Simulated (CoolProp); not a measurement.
The numbers come from the reference Helmholtz-energy equation of state, Thol 2019 in CoolProp.

Q: For decamethylcyclopentasiloxane (D5), give the phase and the Z, cp (kJ/(kg K)), speed of sound (m/s), fugacity coefficient at 316.5 K and 2690 kPa.

A: 
- 316.5 K and 2690 kPa: liquid; Z 0.404, cp 1.73, speed of sound 887, fugacity coefficient 4.74e-5
